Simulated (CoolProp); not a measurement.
A simple Rankine cycle with n-octane: condensing at 327.15 K, boiler at 1.17 MPa, turbine inlet 522.2 K, turbine efficiency 0.9, pump efficiency 0.7, no recuperator. Each further row changes one setting.

Values from CoolProp's reference Helmholtz-energy equation of state, Beckmüller 2019.

```tsv
case	thermal efficiency (%)	net work (kJ/kg)	heat in (kJ/kg)	turbine exit temperature (K)	volume ratio over the turbine
as stated	19.6	143	731	?	176
turbine inlet 542.2 K	19.1	151	790	467.3	?
condensing temperature 319.15 K	?	?	749	440.8	252
boiler pressure 0.819 MPa	18.4	?	748	?	109
turbine efficiency 0.8	17.3	127	731	452.4	178
```

Question: Complete the blanks.

Answer: 
- as stated, turbine exit temperature (K): 445.4
- turbine inlet 542.2 K, volume ratio over the turbine: 165
- condensing temperature 319.15 K, thermal efficiency (%): 20.5
- condensing temperature 319.15 K, net work (kJ/kg): 153
- boiler pressure 0.819 MPa, net work (kJ/kg): 138
- boiler pressure 0.819 MPa, turbine exit temperature (K): 455.0
